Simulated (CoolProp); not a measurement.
R1234ze(Z) along the isotherm 4.85 °C: Z from the reference equation and from simpler models built on Tc = 150.1 °C, pc = 35.31 bar, ω = 0.327; each cubic takes its own stable root.

Model: reference Helmholtz-energy equation of state, Akasaka 2019, in CoolProp.

```
p (bar)   phase  reference
-------  ------  ---------
1.47     liquid   0.005682
2.94     liquid    0.01136
4.41     liquid    0.01704
5.88     liquid    0.02271
7.36     liquid    0.02841
8.83     liquid    0.03408
10.3     liquid    0.03974
11.8     liquid    0.04551
13.2     liquid    0.05089
14.7     liquid    0.05666
16.2     liquid    0.06242
17.7     liquid    0.06818
```

Q: How far does each simpler model (Redlich-Kwong, Soave-Redlich-Kwong) lie from the reference over these 12 states: mean and median of the absolute difference, and the worst?

A: 
- Redlich-Kwong: mean 1415.3 %, median 28.8 %, worst +16667.0 % at 4.85 °C and 1.47 bar
- Soave-Redlich-Kwong: mean 23.1 %, median 23.1 %, worst +23.2 % at 4.85 °C and 1.47 bar

At some of these states Redlich-Kwong gives the other phase, because its saturation line lies elsewhere.
